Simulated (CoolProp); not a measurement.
Aqueous potassium carbonate as a coolant, at 1 °C, 1 atm.

Values from CoolProp's Melinder's fits for secondary coolants.

```
mass %  freezing point (°C)  density (kg/m³)  conductivity (W/(m K))  viscosity (mPa s)  cp (kJ/(kg K))
------  -------------------  ---------------  ----------------------  -----------------  --------------
4.3                    -1.4             1041                   0.562               1.86           3.924
7.5                    -2.6             1072                   0.560               1.97           3.767
10.8                   -4.0             1104                   0.557               2.11           3.629
14                     -5.4             1136                   0.553               2.28           3.506
17.3                   -7.1             1170                   0.550               2.49           3.381
20.5                   -9.1             1203                   0.547               2.76           3.261
23.7                  -11.6             1237                   0.544               3.10           3.142
27                    -14.9             1274                   0.541               3.56           3.025
30.2                  -18.9             1310                   0.538               4.16           2.922
33.5                  -24.0             1348                   0.534               5.00           2.827
36.7                  -30.1             1385                   0.530               6.08           2.750
```
